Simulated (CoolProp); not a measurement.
2000 sccm (0 °C, 1 atm) of nitrogen bubbles through liquid methanol at 282.4 K and leaves saturated at a total pressure of 0.108 MPa (ideal gas phase). Each further row changes one setting.

Computed with CoolProp (reference Helmholtz-energy equation of state, de Reuck 1993).

```csv
case,vapour pressure (kPa),mole fraction of vapour,delivery (mg/min),delivery (sccm),change of delivery for a bath 1 K warmer (%)
as stated,7.12,0.0659,202,141,6.5
bath temperature 287.4 K,9.49,0.0879,275,193,6.4
total pressure 0.216 MPa,7.12,0.0330,97.4,68.2,6.2
```
